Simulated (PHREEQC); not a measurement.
Solution (20 °C): 130 mmol/kgw Fe2(SO4)3 and 0.71 mmol/kgw CuCl2. It is in equilibrium with CO2 at log p = -3.4 (atm). Otherwise closed; pH follows from the charge balance.

Equilibrium calculation in PHREEQC: ion-association model, phreeqc.dat.

Each row changes one thing in this solution. Precipitation was switched off in this run.

| case | pH | ionic strength (mol/kgw) | FeSO4+ (mol/kgw) | SO4-2 (mol/kgw) | Fe(SO4)2- (mol/kgw) | HSO4- (mol/kgw) | SI of Goethite (FeOOH) | SI of Hematite (Fe2O3) |
|---|---|---|---|---|---|---|---|---|
| as made | 2.44 | 0.374 | 0.170 | 0.0791 | 0.0643 | 0.00790 | +4.97 | +11.92 |
| diluted 10-fold with water | 2.77 | ___ | ___ | 0.0134 | 0.00254 | 0.00110 | +5.56 | +13.10 |
| temperature from 20 to 50 °C | 2.35 | 0.411 | 0.160 | 0.0814 | 0.0619 | 0.0188 | +5.40 | +12.91 |
| CuCl2 replaced by NaCl at the same molality | 2.44 | 0.373 | 0.170 | 0.0792 | 0.0644 | 0.00790 | +4.97 | +11.92 |
| diluted 2-fold with water | ___ | 0.210 | 0.0892 | 0.0473 | 0.0259 | 0.00478 | +5.09 | +12.16 |
| temperature from 20 to 75 °C | ___ | 0.485 | ___ | 0.0879 | 0.0555 | 0.0389 | +5.75 | +13.70 |
| 0.0078 mol/kgw Ca(OH)2 added | 2.57 | 0.428 | 0.163 | 0.0874 | 0.0636 | 0.00618 | +5.30 | +12.59 |
| CuCl2 left out | 2.44 | 0.372 | 0.170 | 0.0792 | 0.0644 | 0.00790 | +4.97 | +11.92 |
| diluted 5-fold with water | 2.67 | 0.0957 | 0.0377 | 0.0233 | 0.00719 | 0.00211 | +5.36 | +12.71 |

Q: Complete the blanks.

A: 
- diluted 10-fold with water, ionic strength (mol/kgw): 0.0530
- diluted 10-fold with water, FeSO4+ (mol/kgw): 0.0192
- diluted 2-fold with water, pH: 2.53
- temperature from 20 to 75 °C, pH: 2.30
- temperature from 20 to 75 °C, FeSO4+ (mol/kgw): 0.145

Some of these states are supersaturated (in Hematite (slow to form), Goethite (slow to form), for instance). At this temperature some constants are extrapolated from 25 °C, and those without enthalpy data are left unchanged.
